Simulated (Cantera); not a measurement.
An isothermal, constant-pressure homogeneous reactor starts with CH₄ : H₂ : H₂O = 1 : 1.4 : 0.028 (molar parts), at 1725 K and 0.000850 bar.

Cantera simulation using GRI-Mech 3.0 (53 species, 325 reactions); the numbers are that mechanism's predictions, not measurements. GRI-Mech 3.0 stops at C3 and has no aromatics, soot or wall deposition, so with more carbon than oxygen in the feed, carbon stays in small species such as C2H2 where larger ones or solid carbon would form. Radical loss at walls, strong at low pressure, is not modelled.

One state of this run: x CH₄ = 0.380; x H₂ = 0.593; x H = 0.000502; x CH₂ = 3.00e-6; x C₂H₆ = 7.02e-5. x: mole fraction; the columns are a selection and need not sum to one.

Question: Which value of t (s) does it belong to?
A. 0.646
B. 0.000500
C. 0.232
D. 0.0300

Answer: C, 0.232
